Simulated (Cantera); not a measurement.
Si3N4 + Si + H2 (sublimation and decomposition of ceramics)

A closed system holds: 1 mol Si3N4, 0.28 mol Si, 0.01 mol H2, equilibrated at 0.120 Torr.

These are equilibrium values from Cantera (NASA tables, ideal gas, pure condensed phases), not measurements of a reactor. Candidate condensed phases: Si, Si3N4; 18 gas species. The tables' values for SiN are old estimates; treat these amounts as uncertain. Rates play no part.

| T (°C) | x N2 | x Si | x Si2 | x H | x H2 | x Si3 | x Si2N | x SiN | n Si(l) |
|---|---|---|---|---|---|---|---|---|---|
| 1450 | 0.988 | 0.00615 | 2.91e-5 | 0.000962 | 0.00446 | 7.24e-6 | 7.62e-5 | 4.34e-5 | 3.27 |
| 1500 | 0.981 | 0.0133 | 7.41e-5 | 0.00145 | 0.00417 | 1.79e-5 | 0.000133 | 8.01e-5 | 3.25 |
| 1550 | 0.966 | 0.0276 | 0.000179 | 0.00210 | 0.00377 | 4.20e-5 | 0.000223 | 0.000142 | 3.22 |
| 1600 | 0.938 | 0.0551 | 0.000411 | 0.00290 | 0.00322 | 9.41e-5 | 0.000361 | 0.000243 | 3.16 |
| 1650 | 0.886 | 0.106 | 0.000906 | 0.00375 | 0.00253 | 0.000202 | 0.000562 | 0.000398 | 3.03 |
| 1700 | 0.793 | 0.197 | 0.00191 | 0.00442 | 0.00172 | 0.000416 | 0.000831 | 0.000617 | 2.76 |
| 1750 | 0.632 | 0.356 | 0.00389 | 0.00447 | 0.000887 | 0.000825 | 0.00113 | 0.000882 | 2.11 |
| 1800 | 0.381 | 0.604 | 0.00720 | 0.00326 | 0.000246 | 0.00145 | 0.00124 | 0.00104 | 0 |
| 1850 | 0.379 | 0.610 | 0.00479 | 0.00346 | 0.000149 | 0.000556 | 0.000634 | 0.000939 | 0 |
| 1900 | 0.379 | 0.613 | 0.00323 | 0.00358 | 8.81e-5 | 0.000221 | 0.000333 | 0.000850 | 0 |
| 1950 | 0.378 | 0.615 | 0.00220 | 0.00366 | 5.22e-5 | 9.12e-5 | 0.000179 | 0.000772 | 0 |
| 2000 | 0.378 | 0.616 | 0.00153 | 0.00370 | 3.11e-5 | 3.89e-5 | 9.90e-5 | 0.000704 | 0 |
| 2050 | 0.378 | 0.617 | 0.00107 | 0.00373 | 1.88e-5 | 1.72e-5 | 5.60e-5 | 0.000644 | 0 |
| 2100 | 0.377 | 0.617 | 0.000765 | 0.00375 | 1.15e-5 | 7.87e-6 | 3.25e-5 | 0.000592 | 0 |
x: gas mole fraction; n: condensed amount in mol.

From 1450 °C to 1750 °C the condensed part is Si(l). From 1800 °C to 2100 °C nothing is condensed. The main Si-bearing gas is Si throughout.
